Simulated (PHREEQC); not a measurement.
Solution (10 °C): 0.0014 mol/kgw ZnSO4 and 0.0063 mol/kgw KCl. Closed to the air; pH follows from the charge balance.

All values are PHREEQC results (ion-association model, wateq4f.dat), not measurements.

| quantity | before | after |
|---|---|---|
| pH | 6.18 | 6.14 |
| ionic strength (mol/kgw) | 0.0113 | 0.0176 |

Problem. Which change was made?
A) ZnSO4 from 0.0014 to 0.00014 mol/kgw
B) diluted 10-fold with water
C) KCl from 0.0063 to 0.0126 mol/kgw
D) ZnSO4 left out
E) temperature from 10 to 75 °C

Solution. C, KCl from 0.0063 to 0.0126 mol/kgw

No solid was allowed to form. Constants without temperature data keep their 25 °C values here.
